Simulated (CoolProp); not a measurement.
A simple Rankine cycle with propyne: condensing at 329.15 K, boiler at 4.76 MPa, turbine inlet 397.7 K, turbine efficiency 0.8, pump efficiency 0.6, no recuperator. Each further row changes one setting.

Computed with CoolProp (reference Helmholtz-energy equation of state, Polt 1992). This equation is an older, rougher fit; its heat capacities, sound speeds and derivatives of the liquid may be far off and weren't checked against measurements.

| case | thermal efficiency (%) | net work (kJ/kg) | heat in (kJ/kg) | turbine exit temperature (K) | volume ratio over the turbine |
|---|---|---|---|---|---|
| as stated | 9.3 | 39.9 | 430 | 329.2 | 4.14 |
| turbine inlet 417.7 K | 10.1 | 51.1 | 505 | 347.6 | 3.78 |
| condensing temperature 321.15 K | 10.5 | 47.3 | 450 | 321.1 | 5.05 |
| boiler pressure 3.33 MPa | 7.9 | 39.5 | 498 | 349.7 | 2.57 |
| turbine efficiency 0.7 | 7.8 | 33.6 | 430 | 329.2 | 4.21 |

The expansion ends wet for: as stated; condensing temperature 321.15 K; turbine efficiency 0.7.
